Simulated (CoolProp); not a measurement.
Vapour-liquid equilibrium of carbon dioxide (1) + R22 (2) at -24.45 °C; x and y are mole fractions of (1).

Values from CoolProp's multi-fluid Helmholtz-energy mixture model, Span 1996 and Kamei 1995; pair parameters Bell 2016.

```
x      bubble pressure, mixture model (bar)  bubble pressure, Raoult's law (bar)  y, mixture model  y, Raoult's law
-----  ------------------------------------  -----------------------------------  ----------------  ---------------
0.05                                  2.603                                2.813             0.237            0.304
0.125                                 3.492                                3.943             0.466            0.543
0.2                                   4.457                                5.073             0.610            0.675
0.275                                 5.487                                6.203             0.708            0.759
0.35                                  6.568                                7.333             0.777            0.817
0.425                                 7.689                                8.463             0.829            0.860
0.5                                   8.841                                9.593             0.868            0.893
0.575                                 10.02                                10.72             0.898            0.918
0.65                                  11.21                                11.85             0.923            0.939
0.725                                 12.43                                12.98             0.944            0.956
0.8                                   13.66                                14.11             0.962            0.971
0.875                                 14.93                                15.24             0.977            0.983
0.95                                  16.23                                16.37             0.991            0.994
```

The largest gap from Raoult's law is -12.1 % in bubble pressure, at x = 0.2. No azeotrope shows between x = 0.05 and 0.95.

Pair parameters are fitted to limited data, so mixtures are less certain than the pure fluids.
